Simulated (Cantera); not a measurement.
# Carbon deposition, reforming and gasification: C₆H₆ + H₂

A closed system holds: 1 mol C₆H₆, 3.9 mol H₂, equilibrated at 1.00 bar.

Cantera equilibrium calculation (NASA polynomials, part measured and part estimated; ideal gas, pure solids and liquids). Candidate condensed phases: C, C₆H₆, C₇H₈, C₈H₁₈; 76 gas species. Kinetics and transport are ignored.

```json
[
 {"T (K)": "625", "x H₂": "0.134", "x CH₄": "0.866", "x H": "<1e-12", "x C₂H₂ (acetylene)": "<1e-12", "n C(graphite)": "2.80"},
 {"T (K)": "825", "x H₂": "0.635", "x CH₄": "0.365", "x H": "6.32e-12", "x C₂H₂ (acetylene)": "2.30e-12", "n C(graphite)": "4.16"},
 {"T (K)": "1025", "x H₂": "0.936", "x CH₄": "0.0643", "x H": "4.21e-9", "x C₂H₂ (acetylene)": "2.07e-9", "n C(graphite)": "5.58"},
 {"T (K)": "1225", "x H₂": "0.987", "x CH₄": "0.0128", "x H": "3.10e-7", "x C₂H₂ (acetylene)": "1.60e-7", "n C(graphite)": "5.91"},
 {"T (K)": "1425", "x H₂": "0.996", "x CH₄": "0.00374", "x H": "6.81e-6", "x C₂H₂ (acetylene)": "3.51e-6", "n C(graphite)": "5.97"},
 {"T (K)": "1625", "x H₂": "0.998", "x CH₄": "0.00147", "x H": "7.05e-5", "x C₂H₂ (acetylene)": "3.55e-5", "n C(graphite)": "5.99"},
 {"T (K)": "1825", "x H₂": "0.999", "x CH₄": "0.000707", "x H": "0.000440", "x C₂H₂ (acetylene)": "0.000214", "n C(graphite)": "5.99"},
 {"T (K)": "2025", "x H₂": "0.997", "x CH₄": "0.000395", "x H": "0.00192", "x C₂H₂ (acetylene)": "0.000902", "n C(graphite)": "5.98"},
 {"T (K)": "2225", "x H₂": "0.990", "x CH₄": "0.000244", "x H": "0.00645", "x C₂H₂ (acetylene)": "0.00291", "n C(graphite)": "5.96"},
 {"T (K)": "2425", "x H₂": "0.974", "x CH₄": "0.000162", "x H": "0.0177", "x C₂H₂ (acetylene)": "0.00761", "n C(graphite)": "5.89"},
 {"T (K)": "2625", "x H₂": "0.942", "x CH₄": "0.000110", "x H": "0.0412", "x C₂H₂ (acetylene)": "0.0168", "n C(graphite)": "5.76"},
 {"T (K)": "2825", "x H₂": "0.883", "x CH₄": "7.41e-5", "x H": "0.0839", "x C₂H₂ (acetylene)": "0.0320", "n C(graphite)": "5.51"}
]
```
x: gas mole fraction; n: condensed amount in mol.

From 625 K to 2825 K the condensed part is C(graphite). The main C-bearing gas is CH₄ at 625 K and C₂H₂ (acetylene) at 2825 K. The share of C in condensed phases is highest at 1825 K (99.9 %) and lowest at 625 K (46.6 %).
